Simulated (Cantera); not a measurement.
A diamond (100) surface in a fixed gas of H2 with x(CH4) = 0.015, x(H) = 0.04, x(CH3) = 0.00016, at 1248 K; coverages are run to steady state.

Detailed kinetics in Cantera: the Harris–Goodwin 1993 mechanism for the reconstructed diamond (100) surface.

θ: site fractions in the mechanism's names (c6HH fully hydrogenated, c6H* and c6*H radical sites, c6** diradical, c6HM methylated).

```tsv
P (Pa)	growth (µm/h)	θ c6HH	θ c6H*	θ c6*H	θ c6**	θ c6HM
570	0.232	0.406	0.0437	0.511	0.0384	0.000114
1000	0.548	0.406	0.0438	0.511	0.0384	0.000183
1800	1.36	0.406	0.0438	0.511	0.0384	0.000284
3300	___	0.406	0.0440	0.511	0.0384	___
5900	___	0.406	0.0442	0.510	0.0385	___
11000	16.8	0.406	0.0446	0.510	0.0386	0.000663
19000	32.3	0.406	0.0452	0.509	0.0388	0.000746
34000	62.3	0.406	0.0465	0.507	0.0391	0.000812
```

Task: What belongs in the gaps?

Result: 
- 3300, growth (µm/h): 3.34
- 3300, θ c6HM: 0.000411
- 5900, growth (µm/h): 7.53
- 5900, θ c6HM: 0.000540
